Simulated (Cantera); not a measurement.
An isothermal, constant-pressure homogeneous reactor starts with NH3 : N2 = 1 : 23 (molar parts), at 2050 K and 10.00 Torr. Integrator tolerance rtol = 1e-08.

Detailed kinetics in Cantera: the gas-phase N/H chemistry of the illustrative SiF4/NH3 mechanism in the Surface Chemkin manual (1991). Walls and surfaces, which speed up NH3 decomposition in real reactors, are not modelled.

Task: What does this change do: temperature 2050 to 1575 K?

Result: 
| quantity | before | after |
|---|---|---|
| x(NH3) at 200 s | 3.32e-9 (gas-phase equilibrium 3.29e-9) | 0.0146 (gas-phase equilibrium 9.35e-9) |
| x(NH) at 200 s | 2.07e-9 (gas-phase equilibrium 2.05e-9) | 2.82e-7 (gas-phase equilibrium 3.79e-12) |
| x(H2) at 200 s | 0.0575 (gas-phase equilibrium 0.0575) | 0.0390 (gas-phase equilibrium 0.0600) |
| x(NH2) at 200 s | 8.10e-10 (gas-phase equilibrium 8.03e-10) | 1.14e-5 (gas-phase equilibrium 3.24e-11) |
| x(N2H2) at 200 s | <1e-12 (gas-phase equilibrium <1e-12) | 1.90e-8 (gas-phase equilibrium <1e-12) |
| x(N2) at 200 s | 0.938 (gas-phase equilibrium 0.938) | 0.946 (gas-phase equilibrium 0.940) |
